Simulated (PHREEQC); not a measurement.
0.071 g of hydrous ferric oxide (600 m²/g; 0.2 weak and 0.005 strong sites per Fe, Dzombak-Morel constants, diffuse double layer) in 1 kg of water with 0.05 mol/kgw of an inert sodium salt and 0.00032 mol/kgw NiCl2 and 9.9e-07 mol/kgw ZnCl2, at 25 °C; the pH is set by adding NaOH or the inert anion's acid. Oxygen alone is held at its pressure in air (log pO2 = -0.68). No CO2 enters from the air. No solid was allowed to form.

The series has 13 steps of pH, from 4 to 12.

The numbers come from PHREEQC with the ion-association model, wateq4f.dat.

Task: At which pH does the surface charge pass through zero?

Result: Near pH 10.8.

Along this series the solution becomes supersaturated in solids that the run did not let form, among them Ni(OH)2.
